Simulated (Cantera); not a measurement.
## Reactions in the system H-N-O-V

Standard-state values (1 bar) from the NASA 1993 polynomials, evaluated with Cantera. Values are per mole of reaction as written; species without (g) are pure solids or liquids, kept so even where they would boil at 1 bar. VN: taken at fixed stoichiometry.

3 H2O(g) + 6 VO2(g) + 2 N(g) = 3 V2O5 + 2 NH3(g)

```csv
T (K),ΔH° (kJ),ΔS° (J/K),ΔG° (kJ),log10 K
1550,-3181.8,-1255.0,-1236.5,41.67
1650,-3164.0,-1243.9,-1111.6,35.19
1750,-3146.4,-1233.5,-987.7,29.48
1850,-3128.8,-1223.8,-864.9,24.42
1950,-3111.3,-1214.5,-742.9,19.90
2050,-3093.8,-1205.8,-621.9,15.85
2150,-3076.5,-1197.5,-501.8,12.19
```

V2O3 + H2O(g) = 2 H(g) + 2 VO2(g)

```csv
T (K),ΔH° (kJ),ΔS° (J/K),ΔG° (kJ),log10 K
1550,1398.3,436.4,721.8,-24.32
1650,1393.4,433.4,678.3,-21.47
1750,1388.2,430.3,635.2,-18.96
1850,1382.5,427.2,592.3,-16.72
1950,1376.5,424.0,549.7,-14.73
2050,1370.0,420.8,507.5,-12.93
2150,1363.2,417.5,465.6,-11.31
```

2 VN + 8 H2O2(g) = V2O4 + 2 NO2(g) + 8 H2O(g)

| T (K) | ΔH° (kJ) | ΔS° (J/K) | ΔG° (kJ) | log10 K | condensed phases |
|---|---|---|---|---|---|
| 1550 | -1759.0 | 183.8 | -2043.9 | 68.88 | VN(s), V2O4(s) |
| 1650 | -1760.0 | 183.2 | -2062.2 | 65.28 | VN(s), V2O4(s) |
| 1750 | -1761.0 | 182.6 | -2080.5 | 62.10 | VN(s), V2O4(s) |
| 1850 | -1648.8 | 244.3 | -2100.8 | 59.31 | VN(s), V2O4(l) |
| 1950 | -1646.2 | 245.7 | -2125.3 | 56.93 | VN(s), V2O4(l) |
| 2050 | -1643.8 | 246.9 | -2149.9 | 54.78 | VN(s), V2O4(l) |
| 2150 | -1641.5 | 248.0 | -2174.7 | 52.83 | VN(s), V2O4(l) |
